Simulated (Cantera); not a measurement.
Input (Python, Cantera):

```python
import numpy as np
import cantera as ct

gas = ct.Solution("h2o2.yaml")
gas.TPX = 950, 2666, {'H2': 0.01, 'O2': 1}
reactor = ct.IdealGasConstPressureReactor(gas, energy="off", clone=False)
net = ct.ReactorNet([reactor])
net.rtol, net.atol = 1e-08, 1e-18
show = ['H2', 'O2', 'H2O', 'H', 'O']
times = np.geomspace(2e-06, 70, 15)

steps = ct.SolutionArray(gas, extra=["t"])
rows = []
print(f"{'t/s':>10s}{'T/K':>9s}{'P/Pa':>11s}" + "".join(f"{s:>11s}" for s in show))
for t in times:
    while net.time < t:
        t_next = net.step()
        steps.append(gas.state, t=t_next)
    rows.append([np.interp(t, steps.t, y) for y in (steps.T, steps.P, *steps(*show).X.T)])
    print(f"{t:10.3e}{rows[-1][0]:9.1f}{rows[-1][1]:11.4g}" + "".join(f"{x:11.3e}" for x in rows[-1][2:]))
rate = np.gradient(steps.T, steps.t)
print("integrator steps:", len(steps.t))
if steps.T.max() > steps.T[0] + 200:
    print(f"time of steepest temperature rise: {steps.t[rate.argmax()]:.4e} s")
gas.TPX = 950, 2666, {'H2': 0.01, 'O2': 1}
gas.equilibrate("TP")
print(f"equilibrium (TP): T = {gas.T:.1f} K  " + "  ".join(f"{s} {gas[s].X[0]:.3e}" for s in show))
```

It prints:

```
       t/s      T/K       P/Pa         H2         O2        H2O          H          O
 2.000e-06    950.0       2666  9.901e-03  9.901e-01  2.646e-18  8.907e-14  9.619e-16
 6.917e-06    950.0       2666  9.901e-03  9.901e-01  1.028e-16  2.997e-13  1.140e-14
 2.392e-05    950.0       2666  9.901e-03  9.901e-01  3.755e-15  9.488e-13  1.265e-13
 8.272e-05    950.0       2666  9.901e-03  9.901e-01  1.283e-13  2.546e-12  1.251e-12
 2.861e-04    950.0       2666  9.901e-03  9.901e-01  3.302e-12  5.749e-12  9.965e-12
 9.893e-04    950.0       2666  9.901e-03  9.901e-01  6.998e-11  2.143e-11  8.844e-11
 3.421e-03    950.0       2666  9.901e-03  9.901e-01  5.006e-09  7.575e-10  4.153e-09
 1.183e-02    950.0       2666  9.049e-03  9.894e-01  6.798e-04  1.144e-04  4.918e-04
 4.092e-02    950.0       2666  5.888e-05  9.891e-01  9.805e-03  3.941e-05  8.609e-04
 1.415e-01    950.0       2666  4.004e-06  9.899e-01  9.927e-03  1.475e-06  1.126e-04
 4.894e-01    950.0       2666  3.891e-07  9.900e-01  9.944e-03  5.198e-08  1.201e-05
 1.692e+00    950.0       2666  3.419e-08  9.900e-01  9.948e-03  2.128e-09  1.403e-06
 5.853e+00    950.0       2666  2.704e-09  9.900e-01  9.949e-03  1.329e-10  2.202e-07
 2.024e+01    950.0       2666  3.330e-10  9.900e-01  9.950e-03  1.220e-11  4.490e-08
 7.000e+01    950.0       2666  6.765e-11  9.900e-01  9.950e-03  1.422e-12  1.074e-08
integrator steps: 1496
equilibrium (TP): T = 950.0 K  H2 1.123e-12  O2 9.900e-01  H2O 9.950e-03  H 3.635e-15  O 1.949e-10
```

Detailed kinetics in Cantera: the H2/O2 subset of GRI-Mech 3.0, which has no nitrogen chemistry. Radical loss at walls, strong at low pressure, is not modelled.
